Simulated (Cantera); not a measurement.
Feed: 1 mol SiH₂Cl₂, 0.45 mol NH₃, 1.1 mol H₂, held at 0.000250 bar.

Method: chemical equilibrium by Gibbs-energy minimisation in Cantera with the NASA 1993 tables (ideal gas, pure condensed phases). Candidate condensed phases: NH₄Cl, Si, Si₃N₄; 28 gas species. Mutual solubility and eutectic melting of coexisting phases are not modelled. Gases not in the tables: Si₂H₆ and higher silanes. Kinetics and transport are ignored.

Task: What share of the Si ends up in condensed phases as a function of T (K), at 1223, 1298, 1373, 1448, 1523, 1598, 1673, 1748, 1823, 1898, 1973, 2048, 2123?

Result: 
```
T (K)  Si condensed (%)                as
-----  ----------------  ----------------
1223               41.0  Si(s) + Si₃N₄(s)
1298               38.3  Si(s) + Si₃N₄(s)
1373               36.8  Si(s) + Si₃N₄(s)
1448               35.7             Si(s)
1523               34.9             Si(s)
1598               34.0             Si(s)
1673               32.8             Si(s)
1748               31.8             Si(l)
1823               27.7             Si(l)
1898               13.9             Si(l)
1973                0.0                 -
2048                0.0                 -
2123                0.0                 -
```
